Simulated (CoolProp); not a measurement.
Computed with CoolProp (reference Helmholtz-energy equation of state, Thol 2016).

### Question
For hexamethyldisiloxane (MM), give the phase and the Z, speed of sound (m/s), expansivity (1/kK), fugacity coefficient at 196.85 °C and 2.21 MPa; -50.25 °C and 0.0272 MPa.

### Answer
- 196.85 °C and 2.21 MPa: liquid; Z 0.168, speed of sound 337, expansivity 3.32, fugacity coefficient 0.339
- -50.25 °C and 0.0272 MPa: liquid; Z 0.00285, speed of sound 1160, expansivity 1.21, fugacity coefficient 0.000852
